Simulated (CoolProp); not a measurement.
n-pentane along the isotherm 128.85 °C: Z from the reference equation and from simpler models built on Tc = 196.5 °C, pc = 3368 kPa, ω = 0.251; each cubic takes its own stable root.

The numbers come from the reference Helmholtz-energy equation of state, Thol 2019 in CoolProp.

```tsv
p (kPa)	phase	reference	van der Waals	Soave-Redlich-Kwong	Peng-Robinson
53.2	gas	0.9908	0.9932	0.9911	0.9904
89.9	gas	0.9844	0.9884	0.9849	0.9837
152	gas	0.9733	0.9803	0.9742	0.9722
256	gas	0.9543	0.9663	0.9559	0.9526
432	gas	0.9205	0.9419	0.9237	0.9180
729	gas	0.8576	0.8976	0.8644	0.8551
1230	liquid	0.05341	0.8110	0.06130	0.05402
2080	liquid	0.08953	0.1488	0.1019	0.08998
3500	liquid	0.1487	0.2387	0.1675	0.1482
5910	liquid	0.2466	0.3831	0.2740	0.2429
9980	liquid	0.4063	0.6135	0.4444	0.3951
16800	liquid	0.6629	0.9786	0.7136	0.6363
```

At some of these states van der Waals gives the other phase, because its saturation line lies elsewhere.
